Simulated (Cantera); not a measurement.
A closed system holds: 1 mol HF, 0.26 mol SO₂, 3 mol N₂, held at 2000 K and 10000 Pa.

Method: chemical equilibrium by Gibbs-energy minimisation in Cantera with the NASA 1993 tables (ideal gas, pure condensed phases). Candidate condensed phases: H₂O, H₂SO₄, S; 62 gas species. Equilibrium is a limit: real reactors are often held back by kinetics, nucleation or transport.

Base state: N₂ 0.704, HF 0.234, SO₂ 0.0596, SO 0.00134, O₂ 0.000435, NO 0.000329, F 0.000239, H₂O 9.80e-5 (mole fractions); condensed: gas only.

Task: What changes in the equilibrium state with this change: pressure from 10000 Pa to 100000 Pa?

Result: 
```tsv
species	before	after
N₂	0.704	0.704
HF	0.234	0.235
SO₂	0.0596	0.0603
SO	0.00134	0.000659
H	1.06e-5	1.87e-6
O	4.41e-5	9.10e-6
S	1.01e-5	2.41e-6
OH	2.43e-5	8.80e-6
```

Task: What changes in the equilibrium state with this change: HF replaced by CS₂?

Result: 
```
species    before   after
-------  --------  ------
N₂          0.704   0.638
S₂        1.01e-6   0.145
CO              0   0.110
HF          0.234       0
CS₂             0  0.0842
SO₂        0.0596   <1e-9
CS              0  0.0179
O₂       0.000435   <1e-9
NO       0.000329   <1e-9
```
Further candidate phases: C.

Task: What changes in the equilibrium state with this change: temperature from 2000 K to 1575 K?

Result: 
```json
[
 {"species": "N₂", "before": "0.704", "after": "0.704"},
 {"species": "HF", "before": "0.234", "after": "0.235"},
 {"species": "SO₂", "before": "0.0596", "after": "0.0610"},
 {"species": "SO", "before": "0.00134", "after": "5.35e-5"},
 {"species": "H", "before": "1.06e-5", "after": "1.86e-8"},
 {"species": "S", "before": "1.01e-5", "after": "2.35e-8"},
 {"species": "O", "before": "4.41e-5", "after": "1.36e-7"}
]
```
